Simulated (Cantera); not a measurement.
An isothermal, constant-pressure homogeneous reactor starts with 17.9 % H2, 49.8 % O2, 32.3 % N2, at 1375 K and 1330 Pa.

Cantera simulation using GRI-Mech 3.0 (53 species, 325 reactions); the numbers are that mechanism's predictions, not measurements. Radical loss at walls, strong at low pressure, is not modelled. The temperature is held fixed by assumption; the heat of reaction is taken as removed at once.

One state of this run: x H2 = 0.00308; x O2 = 0.435; x OH = 0.00735; x H2O2 = 1.62e-7; x NO = 5.57e-6; x O = 0.0150. x: mole fraction; the columns are a selection and need not sum to one.

Which value of t (s) does it belong to?
A. 0.00203
B. 7.80e-5
C. 0.0528
D. 0.000398

C, 0.0528
